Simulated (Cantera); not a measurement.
Equilibrium for silicon carbide growth: SiH₂Cl₂ + C₂H₂ + H₂

Feed: 1 mol SiH₂Cl₂, 0.016 mol C₂H₂, 3.5 mol H₂, at 0.0130 bar.

Cantera equilibrium calculation (NASA polynomials, part measured and part estimated; ideal gas, pure solids and liquids). Candidate condensed phases: C, C₆H₆, C₇H₈, C₈H₁₈, Si, SiC; 109 gas species. Mutual solubility and eutectic melting of coexisting phases are not modelled. The tables' values for SiCl, SiCl₃ are old estimates; treat these amounts as uncertain. Gases not in the tables: Si₂H₆ and higher silanes. Kinetics and transport are ignored.

From 1048 K to 1648 K the condensed part is Si(s) + SiC(s). From 1748 K to 2248 K the condensed part is Si(l) + SiC(s). At 2348 K nothing is condensed. The main Si-bearing gas is SiCl₄ at 1048 K and Si at 2348 K. The share of Si in condensed phases is highest at 1148 K (53.4 %) and lowest at 2348 K (0.0 %).

```csv
T (K),x H₂,x HCl,x SiCl₂,x H,x Si,x SiCl₄,x Cl,x SiHCl₃,x SiCl,x SiCl₃,n Si(s),n SiC(s),n Si(l)
1048,0.861,0.0450,0.00439,6.29e-8,<1e-12,0.0714,3.00e-9,0.0140,1.59e-10,0.00414,0.490,0.0320,0
1148,0.827,0.0824,0.0180,5.72e-7,1.40e-11,0.0522,5.02e-8,0.0105,5.29e-9,0.00923,0.502,0.0320,0
1248,0.787,0.121,0.0470,3.63e-6,5.97e-10,0.0260,4.79e-7,0.00594,8.93e-8,0.0130,0.479,0.0320,0
1348,0.758,0.144,0.0770,1.77e-5,1.45e-8,0.00762,2.80e-6,0.00227,8.41e-7,0.0108,0.437,0.0320,0
1448,0.748,0.150,0.0930,6.99e-5,2.25e-7,0.00167,1.14e-5,0.000709,5.14e-6,0.00649,0.409,0.0320,0
1548,0.745,0.150,0.100,0.000233,2.44e-6,0.000375,3.74e-5,0.000228,2.37e-5,0.00366,0.393,0.0320,0
1648,0.745,0.148,0.104,0.000674,1.98e-5,9.63e-5,0.000105,8.11e-5,8.95e-5,0.00213,0.382,0.0320,0
1748,0.742,0.151,0.103,0.00173,0.000112,3.02e-5,0.000272,3.25e-5,0.000267,0.00132,0,0.0320,0.389
1848,0.735,0.159,0.0994,0.00399,0.000483,1.11e-5,0.000655,1.44e-5,0.000669,0.000863,0,0.0320,0.406
1948,0.726,0.165,0.0952,0.00844,0.00179,4.44e-6,0.00144,6.86e-6,0.00151,0.000582,0,0.0318,0.416
2048,0.712,0.168,0.0903,0.0166,0.00581,1.90e-6,0.00290,3.44e-6,0.00314,0.000401,0,0.0309,0.404
2148,0.687,0.168,0.0839,0.0303,0.0169,8.42e-7,0.00543,1.76e-6,0.00599,0.000275,0,0.0270,0.340
2248,0.641,0.161,0.0748,0.0516,0.0447,3.66e-7,0.00941,8.78e-7,0.0105,0.000183,0,0.0121,0.141
2348,0.579,0.170,0.0562,0.0824,0.0733,1.77e-7,0.0173,4.24e-7,0.0132,0.000117,0,0,0
```
x: gas mole fraction; n: condensed amount in mol.
